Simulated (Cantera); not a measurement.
Input: 1 mol SiF4, a varied amount of NH3, held at 0.0133 bar.

Method: chemical equilibrium by Gibbs-energy minimisation in Cantera with the NASA 1993 tables (ideal gas, pure condensed phases). Candidate condensed phases: Si, Si3N4; 37 gas species. The tables' values for SiF2, SiF3 are old estimates. The numbers say what is thermodynamically allowed, not how fast it happens.

What condenses at these points (T in K, n(NH3) in mol): (1348, 7.3); (1348, 3.9); (1298, 1.5); (1798, 0.82); (1248, 2.9)?


```
T (K)  n(NH3) in mol  condensed phases  Si condensed (%)
-----  -------------  ----------------  ----------------
1348             7.3             Si3N4               0.2
1348             3.9          gas only               0.0
1298             1.5          gas only               0.0
1798            0.82          gas only               0.0
1248             2.9             Si3N4               0.1
```
